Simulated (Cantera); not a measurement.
Feed: 1 mol SiHCl3, 0.6 mol NH3, 25 mol N2, held at 1575 K and 0.0100 bar.

Cantera equilibrium calculation (NASA polynomials, part measured and part estimated; ideal gas, pure solids and liquids). The tables' values for SiCl3 are old estimates; treat these amounts as uncertain. Equilibrium is a limit: real reactors are often held back by kinetics, nucleation or transport.

```tsv
species	before	after
N2	0.897	0.893
HCl	0.0499	0.0363
SiCl2	0.0262	0.0329
H2	0.0249	0.0299
Si	4.44e-7	0.00133
Si2N	5.04e-9	1.34e-5
SiH	1.68e-8	1.56e-5
SiN	3.99e-8	3.28e-5
SiCl4	0.000170	8.94e-7
SiCl	5.57e-6	0.000835
Si3N4(s), mol	0.0747	0
```
Gas species are given as mole fractions.

Task: What was changed between the two runs?
A. temperature from 1575 K to 1998.15 K
B. pressure from 0.0100 bar to 0.00133 bar
C. N2 from 25 to 2.5 mol
D. temperature from 1575 K to 873.15 K

Result: A, temperature from 1575 K to 1998.15 K. The tables' values for SiCl, SiCl3, SiN are old estimates; treat these amounts as uncertain
